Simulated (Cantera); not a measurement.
## Low-pressure radical oxidation in H2/O2

An isothermal, constant-pressure homogeneous reactor starts with 3.19 % H₂, 96.8 % O₂, at 1400 K and 0.00424 atm.

Cantera simulation using the H2/O2 subset of GRI-Mech 3.0, which has no nitrogen chemistry; the numbers are that mechanism's predictions, not measurements. Radical loss at walls, strong at low pressure, is not modelled.

```
t (s)         x H₂   x O₂    x H₂O     x OH    x HO₂      x O       x H
--------  --------  -----  -------  -------  -------  -------  --------
0.000300    0.0319  0.968  3.09e-8  6.32e-8  6.99e-8  7.01e-8   3.09e-8
0.000798    0.0319  0.968  4.51e-7  4.18e-7  1.86e-7  4.94e-7   1.44e-7
0.00212     0.0319  0.968  2.69e-5  1.80e-5  4.91e-7  2.16e-5   5.73e-6
0.00565    0.00383  0.944   0.0231  0.00650  5.12e-7   0.0194   0.00358
0.0150    0.000367  0.939   0.0283  0.00397  4.06e-7   0.0254   0.00258
0.0399    0.000360  0.940   0.0284  0.00393  4.03e-7   0.0249   0.00250
0.106     0.000343  0.941   0.0286  0.00384  3.96e-7   0.0236   0.00231
0.283     0.000302  0.945   0.0290  0.00361  3.76e-7   0.0206   0.00189
0.752     0.000222  0.951   0.0298  0.00310  3.29e-7   0.0148   0.00116
2.00      0.000112  0.959   0.0309  0.00221  2.36e-7  0.00727  0.000403
```
x: mole fraction; the columns are a selection and need not sum to one.

Equilibrium at this temperature and pressure: H₂ 2.29e-7, O₂ 0.967, H₂O 0.0324, OH 0.000101, HO₂ 4.14e-8, O 1.43e-5, H 3.57e-8 (gas phase only).
